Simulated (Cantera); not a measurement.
Charge: 1 mol CO, 0.52 mol NH3, 0.35 mol N2, equilibrated at 2123.15 K and 0.00610 bar.

Cantera equilibrium calculation (NASA polynomials, part measured and part estimated; ideal gas, pure solids and liquids). Candidate condensed phases: C, C6H6, C7H8, C8H18, H2O; 136 gas species. Kinetics and transport are ignored.

Base state: CO 0.413, H2 0.309, N2 0.252, H 0.0256, HCN 2.11e-5, H2O 1.77e-5 (mole fractions); condensed: gas only.

Task: What changes in the equilibrium state with this change: temperature from 2123.15 K to 1450 K?

Result: 
| species | before | after |
|---|---|---|
| CO | 0.413 | 0.418 |
| H2 | 0.309 | 0.326 |
| N2 | 0.252 | 0.255 |
| H | 0.0256 | 6.92e-5 |
| HCN | 2.11e-5 | 2.57e-5 |
| H2O | 1.77e-5 | 1.71e-5 |

Task: What changes in the equilibrium state with this change: pressure from 0.00610 bar to 0.0100 bar?

Result: 
```csv
species,before,after
CO,0.413,0.414
H2,0.309,0.313
N2,0.252,0.253
H,0.0256,0.0201
H2O,1.77e-5,2.30e-5
HCN,2.11e-5,2.73e-5
```
